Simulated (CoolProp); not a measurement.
20 sccm (0 °C, 1 atm) of nitrogen bubbles through liquid the fluoroketone C6F12O (FK-5-1-12) at 297.3 K and leaves saturated at a total pressure of 0.15 MPa (ideal gas phase). Each further row changes one setting.

Model: reference Helmholtz-energy equation of state, McLinden 2015, in CoolProp.

```csv
case,vapour pressure (kPa),mole fraction of vapour,delivery (mg/min),delivery (sccm),change of delivery for a bath 1 K warmer (%)
as stated,39.0,0.260,99.0,[?],5.9
bath temperature 302.3 K,[?],[?],133,[?],[?]
total pressure 0.3 MPa,39.0,0.130,[?],2.99,[?]
```

Task: What belongs in the gaps?

Result: 
- as stated, delivery (sccm): 7.02
- bath temperature 302.3 K, vapour pressure (kPa): 48.0
- bath temperature 302.3 K, mole fraction of vapour: 0.320
- bath temperature 302.3 K, delivery (sccm): 9.40
- bath temperature 302.3 K, change of delivery for a bath 1 K warmer (%): 6.2
- total pressure 0.3 MPa, delivery (mg/min): 42.1
- total pressure 0.3 MPa, change of delivery for a bath 1 K warmer (%): 5.0
